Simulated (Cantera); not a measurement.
Equilibrium for aluminium nitride and oxide growth: Al(CH3)3 + H2O + N2

Input: 1 mol Al(CH3)3, 0.96 mol H2O, 2.7 mol N2, held at 750 Torr.

Cantera equilibrium calculation (NASA polynomials, part measured and part estimated; ideal gas, pure solids and liquids). Candidate condensed phases: Al, AlN, Al2O3, C, C6H6, C7H8, C8H18, H2O; 148 gas species. The feed counts by its element totals alone. Mutual solubility and eutectic melting of coexisting phases are not modelled. Condensed phases not in the tables: aluminium oxynitride. The numbers say what is thermodynamically allowed, not how fast it happens.

```json
[
 {"T (°C)": "752", "x H2": "0.644", "x N2": "0.325", "x CO": "1.86e-6", "x CH4": "0.0305", "x HCN": "3.51e-6", "n AlN(s)": "0.360", "n Al2O3(s)": "0.320", "n C(graphite)": "2.76"},
 {"T (°C)": "902", "x H2": "0.673", "x N2": "0.318", "x CO": "5.97e-5", "x CH4": "0.00867", "x HCN": "2.60e-5", "n AlN(s)": "0.360", "n Al2O3(s)": "0.320", "n C(graphite)": "2.93"},
 {"T (°C)": "1052", "x H2": "0.680", "x N2": "0.316", "x CO": "0.000863", "x CH4": "0.00310", "x HCN": "0.000121", "n AlN(s)": "0.365", "n Al2O3(s)": "0.318", "n C(graphite)": "2.97"},
 {"T (°C)": "1202", "x H2": "0.679", "x N2": "0.312", "x CO": "0.00712", "x CH4": "0.00134", "x HCN": "0.000407", "n AlN(s)": "0.398", "n Al2O3(s)": "0.301", "n C(graphite)": "2.93"},
 {"T (°C)": "1352", "x H2": "0.665", "x N2": "0.294", "x CO": "0.0387", "x CH4": "0.000650", "x HCN": "0.00105", "n AlN(s)": "0.571", "n Al2O3(s)": "0.214", "n C(graphite)": "2.67"},
 {"T (°C)": "1502", "x H2": "0.632", "x N2": "0.254", "x CO": "0.111", "x CH4": "0.000334", "x HCN": "0.00217", "n AlN(s)": "1.000", "n Al2O3(s)": "0", "n C(graphite)": "2.02"},
 {"T (°C)": "1652", "x H2": "0.630", "x N2": "0.253", "x CO": "0.111", "x CH4": "0.000207", "x HCN": "0.00433", "n AlN(s)": "1.000", "n Al2O3(s)": "0", "n C(graphite)": "1.99"},
 {"T (°C)": "1802", "x H2": "0.626", "x N2": "0.251", "x CO": "0.111", "x CH4": "0.000138", "x HCN": "0.00777", "n AlN(s)": "0.998", "n Al2O3(s)": "0", "n C(graphite)": "1.95"}
]
```
x: gas mole fraction; n: condensed amount in mol.

From 752 °C to 1352 °C the condensed part is AlN(s) + Al2O3(s) + C(graphite). From 1502 °C to 1802 °C the condensed part is AlN(s) + C(graphite).
